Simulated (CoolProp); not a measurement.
Model: reference Helmholtz-energy equation of state, Lemmon 2006, in CoolProp. It is a short technical equation, of lower accuracy than the large ones.

Task: For R141b, give the phase and the cp (kJ/(kg K)), cv (kJ/(kg K)), Joule-Thomson coefficient (K/MPa) at 365.4 K and 0.101 MPa; 418.7 K and 0.101 MPa.

Result: 
- 365.4 K and 0.101 MPa: gas; cp 0.862, cv 0.784, Joule-Thomson coefficient 20.5
- 418.7 K and 0.101 MPa: gas; cp 0.920, cv 0.845, Joule-Thomson coefficient 13.1
